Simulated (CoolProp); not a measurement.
Values from CoolProp's reference Helmholtz-energy equation of state, Lemmon 2006. It is a short technical equation, of lower accuracy than the large ones.

Q: For C2F6 (R116), give the phase and the cp (kJ/(kg K)), viscosity (µPa s) at 151.85 °C and 0.0241 MPa; 151.85 °C and 0.0548 MPa.

A: 
- 151.85 °C and 0.0241 MPa: gas; cp 0.939, viscosity 19.5
- 151.85 °C and 0.0548 MPa: gas; cp 0.939, viscosity 19.6

Viscosity comes from a separate model (Huber 2003), an estimate that may be off by 10 % or more.
